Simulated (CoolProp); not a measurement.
A single-stage vapour-compression cycle with n-hexane: evaporating at 318.15 K (dew point), condensing at 362.15 K (bubble point), superheat 5 K, subcooling 2 K, compressor efficiency 0.7, no pressure losses. Each further row changes one setting.

The numbers come from the reference Helmholtz-energy equation of state, Thol 2019 in CoolProp.

```csv
case,cooling COP,pressure ratio,discharge temperature (K),refrigerating effect (kJ/kg),volumetric capacity (kJ/m³)
as stated,4.19,4.08,362.1,258,383
evaporating temperature 323.15 K,4.93,3.40,362.1,266,469
condensing temperature 357.15 K,4.88,3.55,357.1,271,402
subcooling 7 K,4.40,4.08,362.1,271,402
superheat 15 K,4.30,4.08,370.0,276,396
compressor efficiency 0.6,3.59,4.08,364.8,258,383
```

The compression ends wet for: as stated; evaporating temperature 323.15 K; condensing temperature 357.15 K; subcooling 7 K.
